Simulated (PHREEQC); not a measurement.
A solution holds 0.0165 mol NH3 per kg of water, at 25 °C. Closed to the air; pH follows from the charge balance.

Equilibrium calculation in PHREEQC: ion-association model, phreeqc.dat.

Precipitation was switched off in this run.

Task: What pH, ionic strength, specific conductance does the model give?

Result: pH 10.72; ionic strength 0.000547 mol/kgw; specific conductance 146 µS/cm.

Task: In which forms is N present?

Result: NH3 97 %, NH4+ 3.3 % of the N.
